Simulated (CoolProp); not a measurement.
Vapour pressure (kPa) of isobutene: the reference equation beside estimates from Tc = 144.9 °C, pc = 4016 kPa, ω = 0.193.

Model: reference Helmholtz-energy equation of state, Lemmon 2005, in CoolProp. It is a short technical equation, of lower accuracy than the large ones.

```
T (°C)  reference  Lee-Kesler  van der Waals  Redlich-Kwong  Soave-Redlich-Kwong  Peng-Robinson
------  ---------  ----------  -------------  -------------  -------------------  -------------
41.65       490.6       493.3           1156          631.3                494.0          489.6
50.25       614.3       618.1           1315          773.5                619.9          613.4
58.95       761.6       766.4           1490          938.7                770.1          761.2
67.55       931.3       937.0           1676           1124                943.4          932.0
76.25        1130        1136           1878           1337                 1146           1132
84.85        1355        1362           2093           1571                 1377           1360
93.55        1615        1622           2325           1836                 1642           1623
102.15       1907        1914           2569           2125                 1939           1919
```

Absolute difference from the reference over all 8 rows, mean and median: Lee-Kesler 0.5 and 0.5 %, van der Waals 78.1 and 73.1 %, Redlich-Kwong 19.7 and 19.5 %, Soave-Redlich-Kwong 1.3 and 1.4 %, Peng-Robinson 0.3 and 0.2 %.
